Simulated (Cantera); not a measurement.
Input (Python, Cantera):

```python
import numpy as np
import cantera as ct

gas = ct.Solution("gri30.yaml")
gas.TPX = 1548, 1000000, {'CH4': 1, 'CO2': 3.9, 'H2': 0.21}
reactor = ct.IdealGasConstPressureReactor(gas, energy="off", clone=False)
net = ct.ReactorNet([reactor])
net.rtol, net.atol = 1e-08, 1e-18
show = ['CH4', 'CO2', 'H2', 'HCO', 'CH2CO', 'C2H']
times = np.geomspace(0.0008, 5, 15)

steps = ct.SolutionArray(gas, extra=["t"])
rows = []
print(f"{'t/s':>10s}{'T/K':>9s}{'P/Pa':>11s}" + "".join(f"{s:>11s}" for s in show))
for t in times:
    while net.time < t:
        t_next = net.step()
        steps.append(gas.state, t=t_next)
    rows.append([np.interp(t, steps.t, y) for y in (steps.T, steps.P, *steps(*show).X.T)])
    print(f"{t:10.3e}{rows[-1][0]:9.1f}{rows[-1][1]:11.4g}" + "".join(f"{x:11.3e}" for x in rows[-1][2:]))
rate = np.gradient(steps.T, steps.t)
print("integrator steps:", len(steps.t))
if steps.T.max() > steps.T[0] + 200:
    print(f"time of steepest temperature rise: {steps.t[rate.argmax()]:.4e} s")
gas.TPX = 1548, 1000000, {'CH4': 1, 'CO2': 3.9, 'H2': 0.21}
gas.equilibrate("TP")
print(f"equilibrium (TP): T = {gas.T:.1f} K  " + "  ".join(f"{s} {gas[s].X[0]:.3e}" for s in show))
```

Output:

```
       t/s      T/K       P/Pa        CH4        CO2         H2        HCO      CH2CO        C2H
 8.000e-04   1548.0      1e+06  1.935e-01  7.615e-01  4.128e-02  2.433e-10  1.986e-08  2.489e-12
 1.494e-03   1548.0      1e+06  1.916e-01  7.593e-01  4.163e-02  3.194e-10  7.042e-08  1.437e-11
 2.788e-03   1548.0      1e+06  1.879e-01  7.548e-01  4.257e-02  3.744e-10  2.151e-07  6.337e-11
 5.206e-03   1548.0      1e+06  1.813e-01  7.458e-01  4.466e-02  4.562e-10  6.105e-07  2.120e-10
 9.719e-03   1548.0      1e+06  1.697e-01  7.282e-01  4.815e-02  6.316e-10  1.684e-06  5.502e-10
 1.815e-02   1548.0      1e+06  1.509e-01  6.962e-01  5.140e-02  1.009e-09  4.432e-06  1.147e-09
 3.388e-02   1548.0      1e+06  1.230e-01  6.426e-01  5.074e-02  1.721e-09  1.120e-05  2.077e-09
 6.325e-02   1548.0      1e+06  8.675e-02  5.659e-01  4.508e-02  2.818e-09  2.675e-05  3.473e-09
 1.181e-01   1548.0      1e+06  5.037e-02  4.831e-01  4.182e-02  4.465e-09  5.040e-05  5.057e-09
 2.204e-01   1548.0      1e+06  2.810e-02  4.194e-01  4.824e-02  7.097e-09  5.866e-05  5.459e-09
 4.116e-01   1548.0      1e+06  2.187e-02  3.732e-01  6.039e-02  9.955e-09  4.297e-05  4.005e-09
 7.684e-01   1548.0      1e+06  2.084e-02  3.326e-01  7.476e-02  1.265e-08  2.427e-05  2.243e-09
 1.435e+00   1548.0      1e+06  1.854e-02  2.958e-01  9.044e-02  1.543e-08  1.152e-05  1.020e-09
 2.678e+00   1548.0      1e+06  1.388e-02  2.660e-01  1.057e-01  1.798e-08  4.535e-06  3.528e-10
 5.000e+00   1548.0      1e+06  8.065e-03  2.457e-01  1.180e-01  1.988e-08  1.460e-06  8.300e-11
integrator steps: 1388
equilibrium (TP): T = 1548.0 K  CH4 1.412e-06  CO2 2.278e-01  H2 1.308e-01  HCO 2.189e-08  CH2CO 1.359e-10  C2H 2.305e-18
```

Model: GRI-Mech 3.0 (53 species, 325 reactions), integrated in Cantera.
